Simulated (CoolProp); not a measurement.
Model: reference Helmholtz-energy equation of state, Thol 2017, in CoolProp.

Question: For octamethyltrisiloxane (MDM), give the phase and the cp (kJ/(kg K)), fugacity coefficient at 224.3 K and 0.101 MPa; 228.5 K and 0.101 MPa.

Answer: 
- 224.3 K and 0.101 MPa: liquid; cp 1.65, fugacity coefficient 4.89e-6
- 228.5 K and 0.101 MPa: liquid; cp 1.66, fugacity coefficient 8.43e-6
